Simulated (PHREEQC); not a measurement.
Solution (20 °C): 0.00018 mol/kgw CdCl2 and 6.7e-05 mol/kgw KHSO4. Closed to the air; pH follows from the charge balance.

All values are PHREEQC results (ion-association model, phreeqc.dat), not measurements.

This is a speciation only: nothing precipitates in the calculation.

Q: Predict the pH.

A: pH 4.19.

Q: In which forms is Cd present?

A: Cd+2 96 %, CdCl+ 2.8 %, CdSO4 1.4 % of the Cd.
